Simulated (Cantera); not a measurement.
# Hydrocarbon pyrolysis for carbon deposition

An isothermal, constant-pressure homogeneous reactor starts with 1.23 % CH₄, 98.8 % H₂, at 1975 K and 590 Pa.

Model: GRI-Mech 3.0 (53 species, 325 reactions), integrated in Cantera. GRI-Mech 3.0 stops at C3 and has no aromatics, soot or wall deposition, so with more carbon than oxygen in the feed, carbon stays in small species such as C2H2 where larger ones or solid carbon would form. Radical loss at walls, strong at low pressure, is not modelled.

```
t (s)        x CH₄   x H₂    x C₂H₆     x CH₃     x CH₂   x C₂H₄
--------  --------  -----  --------  --------  --------  -------
0.000600    0.0123  0.988  1.22e-10   1.39e-5  7.96e-10  1.06e-9
0.00223     0.0123  0.987   1.89e-9   4.72e-5   1.08e-8  4.22e-8
0.00826     0.0122  0.987   2.34e-8  0.000169   1.44e-7  1.36e-6
0.0307      0.0116  0.985   1.86e-7  0.000577   1.70e-6  1.32e-5
0.114      0.00734  0.983   2.60e-7  0.000960   7.01e-6  1.79e-5
0.422      0.00154  0.983   1.70e-8  0.000298   3.54e-6  1.74e-6
1.57      0.000209  0.981  4.03e-10   5.36e-5   8.77e-7  3.68e-7
5.81       3.05e-5  0.978  1.04e-11   9.80e-6   2.02e-7  2.89e-7
21.6       8.65e-6  0.976  1.03e-12   3.09e-6   7.13e-8  2.69e-7
80.0       7.82e-6  0.976    <1e-12   2.81e-6   6.50e-8  2.68e-7
```
x: mole fraction; the columns are a selection and need not sum to one.

Equilibrium at this temperature and pressure: CH₄ 7.84e-6, H₂ 0.976, C₂H₆ <1e-12, CH₃ 2.81e-6, CH₂ 6.51e-8, C₂H₄ 2.68e-7 (gas phase only).
